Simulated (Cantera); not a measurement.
## SiO2 + Al2O3 + O2 (silicates and aluminates)

Feed: 1 mol SiO2, 0.14 mol Al2O3, 3.9 mol O2, at 60.0 Pa.

Equilibrium computed with Cantera from the NASA thermochemical tables; the gas is ideal and each condensed phase is pure. Candidate condensed phases: Al, Al2O3, Al2SiO5, Al6Si2O13, Si, SiO2; 14 gas species. Mutual solubility and eutectic melting of coexisting phases are not modelled. The tables hold silica as quartz up to 1696 K and as liquid above; real silica turns to tridymite and cristobalite and melts near 1996 K. Condensed phases not in the tables: alloys, solid solutions and most ternary compounds. Rates play no part.

| T (K) | x O2 | x O | x SiO2 | x SiO | n Al2SiO5(andalusite) | n SiO2(β-quartz) | n Al6Si2O13(mullite) | n SiO2(condensed) |
|---|---|---|---|---|---|---|---|---|
| 1198 | 1.000 | 9.81e-7 | <1e-12 | <1e-12 | 0.140 | 0.860 | 0 | 0 |
| 1248 | 1.000 | 2.72e-6 | <1e-12 | <1e-12 | 0.140 | 0.860 | 0 | 0 |
| 1298 | 1.000 | 6.97e-6 | 2.18e-12 | <1e-12 | 0 | 0.907 | 0.0467 | 0 |
| 1348 | 1.000 | 1.67e-5 | 1.68e-11 | <1e-12 | 0 | 0.907 | 0.0467 | 0 |
| 1398 | 1.000 | 3.74e-5 | 1.11e-10 | 2.14e-12 | 0 | 0.907 | 0.0467 | 0 |
| 1448 | 1.000 | 7.96e-5 | 6.48e-10 | 2.26e-11 | 0 | 0.907 | 0.0467 | 0 |
| 1498 | 1.000 | 0.000161 | 3.34e-9 | 2.03e-10 | 0 | 0.907 | 0.0467 | 0 |
| 1548 | 1.000 | 0.000311 | 1.55e-8 | 1.58e-9 | 0 | 0.907 | 0.0467 | 0 |
| 1598 | 0.999 | 0.000578 | 6.50e-8 | 1.08e-8 | 0 | 0.907 | 0.0467 | 0 |
| 1648 | 0.999 | 0.00103 | 2.50e-7 | 6.52e-8 | 0 | 0.907 | 0.0467 | 0 |
| 1698 | 0.998 | 0.00178 | 8.86e-7 | 3.54e-7 | 0 | 0 | 0.0467 | 0.907 |
x: gas mole fraction; n: condensed amount in mol.

From 1198 K to 1248 K the condensed part is Al2SiO5(andalusite) + SiO2(β-quartz). From 1298 K to 1648 K the condensed part is Al6Si2O13(mullite) + SiO2(β-quartz). At 1698 K the condensed part is Al6Si2O13(mullite) + SiO2(condensed).
